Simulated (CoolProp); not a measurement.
Model: reference Helmholtz-energy equation of state, Lemmon 2006, in CoolProp. It is a short technical equation, of lower accuracy than the large ones.

Question: Give the vapour pressure (kPa), liquid density (kg/m³), enthalpy of vaporisation (kJ/kg), liquid cp (kJ/(kg K)) of saturated acetone at 64.05 °C.

Answer: 
| T (°C) | p (kPa) | liquid density (kg/m³) | enthalpy of vaporisation (kJ/kg) | liquid cp (kJ/(kg K)) |
|---|---|---|---|---|
| 64.05 | 132 | 739 | 493 | 2.25 |
